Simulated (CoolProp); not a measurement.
R142b at several states: fugacity coefficient from the reference equation and from simpler models built on Tc = 410.3 K, pc = 40.55 bar, ω = 0.232; each cubic takes its own stable root.

Model: reference Helmholtz-energy equation of state, Lemmon 2006, in CoolProp. It is a short technical equation, of lower accuracy than the large ones.

```
T (K)  p (bar)   phase  reference  Redlich-Kwong  Soave-Redlich-Kwong  Peng-Robinson
-----  -------  ------  ---------  -------------  -------------------  -------------
181.4     98.3  liquid   8.904e-5      0.0002443             9.417e-5      0.0001008
225.3    0.164  liquid     0.9224         0.9929               0.9129         0.9530
352.2     14.2  liquid     0.7730         0.8187               0.7896         0.7709
```

At some of these states Redlich-Kwong gives the other phase, because its saturation line lies elsewhere.
